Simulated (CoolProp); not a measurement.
Properties of m-xylene along the isobar 19300 kPa (Tc = 343.7 °C, pc = 3535 kPa, ω = 0.326).

The numbers come from the reference Helmholtz-energy equation of state, Zhou 2012 in CoolProp.

```csv
T (°C),phase,Joule-Thomson coefficient (K/MPa),fugacity coefficient
23.45,liquid,-0.4959,0.0001376
31.45,liquid,-0.4859,0.0002126
39.55,liquid,-0.4757,0.0003216
47.55,liquid,-0.4657,0.0004722
55.65,liquid,-0.4555,0.0006808
63.65,liquid,-0.4454,0.0009570
71.75,liquid,-0.4351,0.001325
79.75,liquid,-0.4250,0.001794
87.85,liquid,-0.4147,0.002399
95.85,liquid,-0.4046,0.003147
```
